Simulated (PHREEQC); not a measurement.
Consider water at 42 °C with 0.11 mol NH4HF2, 0.067 mol (NH4)2SiF6 and 7.8e-05 mol H3BO3 per kg of water. Closed to the air; pH follows from the charge balance.

The numbers come from PHREEQC with the ion-association model, wateq4f.dat.

Each row changes one thing in this solution. Precipitation was switched off in this run.

```json
[
 {"case": "as made", "pH": "3.19", "ionic strength (mol/kgw)": "0.312", "F- (mol/kgw)": "0.0844", "HF (mol/kgw)": "0.0686", "HF2- (mol/kgw)": "0.0263", "H2F2 (mol/kgw)": "0.00700", "SI of Quartz (SiO2)": "-7.30"},
 {"case": "diluted 100-fold with water", "pH": "3.36", "ionic strength (mol/kgw)": "0.00327", "F- (mol/kgw)": "?", "HF (mol/kgw)": "0.00184", "HF2- (mol/kgw)": "1.69e-5", "H2F2 (mol/kgw)": "4.69e-6", "SI of Quartz (SiO2)": "?"},
 {"case": "(NH4)2SiF6 from 0.067 to 0.0067 mol/kgw", "pH": "3.25", "ionic strength (mol/kgw)": "0.131", "F- (mol/kgw)": "0.0849", "HF (mol/kgw)": "0.0695", "HF2- (mol/kgw)": "0.0257", "H2F2 (mol/kgw)": "0.00690", "SI of Quartz (SiO2)": "-8.21"},
 {"case": "NH4HF2 replaced by (NH4)2HPO4 at the same molality", "pH": "5.92", "ionic strength (mol/kgw)": "0.414", "F- (mol/kgw)": "0.140", "HF (mol/kgw)": "0.000200", "HF2- (mol/kgw)": "0.000130", "H2F2 (mol/kgw)": "6.10e-8", "SI of Quartz (SiO2)": "+2.16"},
 {"case": "H3BO3 from 7.8e-05 to 7.8e-06 mol/kgw", "pH": "3.19", "ionic strength (mol/kgw)": "0.312", "F- (mol/kgw)": "0.0844", "HF (mol/kgw)": "0.0687", "HF2- (mol/kgw)": "0.0264", "H2F2 (mol/kgw)": "0.00702", "SI of Quartz (SiO2)": "-7.30"},
 {"case": "(NH4)2SiF6 from 0.067 to 0.101 mol/kgw", "pH": "3.17", "ionic strength (mol/kgw)": "0.414", "F- (mol/kgw)": "0.0841", "HF (mol/kgw)": "?", "HF2- (mol/kgw)": "0.0267", "H2F2 (mol/kgw)": "0.00706", "SI of Quartz (SiO2)": "-7.16"}
]
```

Task: What belongs in the gaps?

Result: 
- diluted 100-fold with water, F- (mol/kgw): 0.00217
- diluted 100-fold with water, SI of Quartz (SiO2): +0.23
- (NH4)2SiF6 from 0.067 to 0.101 mol/kgw, HF (mol/kgw): 0.0681

Species that the database lacks are ignored. Some of these states are supersaturated (in Quartz (slow to form), SiO2(a), for instance). H3PO4, which wateq4f.dat lacks, is added to it with the constant of phreeqc.dat. Constants without temperature data keep their 25 °C values here. SiF6-2 is the database's only silicon fluoride. Real BF4- forms and hydrolyses slowly; the run takes it at equilibrium.
